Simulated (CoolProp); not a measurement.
Saturated liquid density (kg/m³) of R1224YDZ: the reference equation beside estimates from Tc = 428.7 K, pc = 3334 kPa, ω = 0.325. Rackett uses Z = 0.29056 − 0.08775 ω.

Values from CoolProp's reference Helmholtz-energy equation of state, Akasaka 2023.

```csv
T (K),reference,Rackett,van der Waals
305.7,1339,1353,783.6
310,1327,1341,776.4
314.3,1314,1328,769.1
318.5,1302,1315,761.8
322.8,1289,1301,754.2
327,1276,1288,746.5
331.3,1262,1274,738.5
335.6,1249,1260,730.3
```

Absolute difference from the reference over all 8 rows, mean and median: Rackett 1.0 and 1.0 %, van der Waals 41.5 and 41.5 %.
